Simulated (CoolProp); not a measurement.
The numbers come from the reference Helmholtz-energy equation of state, Akasaka 2024 in CoolProp.

Give the vapour pressure (bar), liquid density (kg/m³), enthalpy of vaporisation (kJ/kg) of saturated R1132(E) at 288.6 K.


```csv
T (K),p (bar),liquid density (kg/m³),enthalpy of vaporisation (kJ/kg)
288.6,12.8,952,230
```
